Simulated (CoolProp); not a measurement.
A Linde-Hampson liquefier for carbon monoxide: isothermal reversible compression at 280 K from 1 atm to 30 MPa, throttling to 1 atm, return gas leaving the recuperator 0 K below the feed. Each further row changes one setting.

Computed with CoolProp (reference Helmholtz-energy equation of state, Lemmon 2006). It is a short technical equation, of lower accuracy than the large ones.

| case | liquid yield per pass | compression work (kJ/kg of gas) |
|---|---|---|
| as stated | 0.124 | 472 |
| high pressure 60 MPa | 0.115 | 546 |
| warm-end temperature 310 K | 0.092 | 527 |
| warm-end gap 5 K | 0.113 | 472 |
